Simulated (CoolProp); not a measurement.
R1336mzz(E) at 241.91 K and 0.61 MPa is throttled through a valve to 0.202 MPa with no heat exchange. Each further row changes one setting.

Computed with CoolProp (reference Helmholtz-energy equation of state, Akasaka 2023).

```json
[
 {"case": "as stated", "temperature change (K)": "+0.1"},
 {"case": "outlet pressure 0.0606 MPa", "temperature change (K)": "+0.2"},
 {"case": "outlet pressure 0.263 MPa", "temperature change (K)": "+0.1"}
]
```
